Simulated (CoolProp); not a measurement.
A single-stage vapour-compression cycle with the fluid: evaporating at 251.15 K (dew point), condensing at 279.15 K (bubble point), superheat 0 K, subcooling 8 K, compressor efficiency 0.85, no pressure losses. The same conditions are run with several fluids, on thermodynamics alone (safety and materials aside).

Values from CoolProp's reference Helmholtz-energy equation of state of each fluid (C2F6 (R116): Lemmon 2006; carbon dioxide: Span 1996; n-butane: Bücker 2006; R1132(E): Akasaka 2024; R152A: Outcalt 1996; R134a: Tillner-Roth 1994).

| fluid | cooling COP | pressure ratio | discharge temperature (K) | refrigerating effect (kJ/kg) | volumetric capacity (kJ/m³) |
|---|---|---|---|---|---|
| C2F6 (R116) | 5.97 | 2.19 | 282.2 | 60.9 | 5120 |
| carbon dioxide | 6.28 | 2.20 | 310.3 | 243 | 11700 |
| n-butane | 7.30 | 3.12 | 284.8 | 359 | 421 |
| R1132(E) | 7.05 | 2.54 | 297.3 | 243 | 3140 |
| R152A | 7.23 | 2.94 | 297.9 | 295 | 1080 |
| R134a | 7.21 | 2.98 | 289.3 | 188 | 1170 |
